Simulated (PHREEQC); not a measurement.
A solution holds 4.8 mmol/kgw Ag2SO4, at 80 °C. Closed to the air; pH follows from the charge balance.

Equilibrium calculation in PHREEQC: ion-association model, wateq4f.dat.

| quantity | before | after |
|---|---|---|
| pH | 6.45 | 6.36 |
| ionic strength (mol/kgw) | 0.0131 | 0.00280 |
| SO4-2 (mol/kgw) | 0.00415 | 0.000921 |
| HSO4- (mol/kgw) | 4.05e-7 | 1.33e-7 |

### Question
What was changed between the two runs?
A. diluted 5-fold with water
B. Ag2SO4 from 0.0048 to 0.00432 mol/kgw
C. Ag2SO4 replaced by Li2SO4 at the same molality
D. diluted 100-fold with water
E. Ag2SO4 replaced by CdSO4 at the same molality

### Answer
A, diluted 5-fold with water

No solid was allowed to form. Away from 25 °C the constants follow the database's enthalpies or fits; those with neither stay at their 25 °C values.
